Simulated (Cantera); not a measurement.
An isothermal, constant-pressure homogeneous reactor starts with 37.5 % H2, 20.8 % O2, 41.7 % N2, equivalence ratio 0.90, at 873 K and 67000 Pa.

Model: GRI-Mech 3.0 (53 species, 325 reactions), integrated in Cantera. Below about 950 K walls govern HO2 and H2O2 in real vessels. The temperature is held fixed by assumption; the heat of reaction is taken as removed at once.

x: mole fraction; the columns are a selection and need not sum to one.

| t (s) | x H2 | x O2 | x OH | x NO | x H2O2 |
|---|---|---|---|---|---|
| 2.00e-6 | 0.375 | 0.208 | <1e-12 | <1e-12 | <1e-12 |
| 1.78e-5 | 0.375 | 0.208 | <1e-12 | <1e-12 | <1e-12 |
| 0.000159 | 0.375 | 0.208 | <1e-12 | <1e-12 | <1e-12 |
| 0.00142 | 0.375 | 0.208 | <1e-12 | <1e-12 | 7.09e-11 |
| 0.0126 | 0.375 | 0.208 | <1e-12 | <1e-12 | 6.54e-9 |
| 0.113 | 0.375 | 0.208 | 5.04e-11 | <1e-12 | [?] |
| 1.01 | 0.365 | 0.203 | 9.83e-9 | <1e-12 | 0.00121 |
| 8.97 | 0.200 | 0.123 | 1.09e-8 | <1e-12 | 0.000946 |
| 80.0 | [?] | [?] | [?] | <1e-12 | [?] |

What belongs in the gaps?


- 0.113, x H2O2: 3.25e-6
- 80.0, x H2: 0.000774
- 80.0, x O2: 0.0260
- 80.0, x OH: 5.94e-9
- 80.0, x H2O2: 1.88e-6
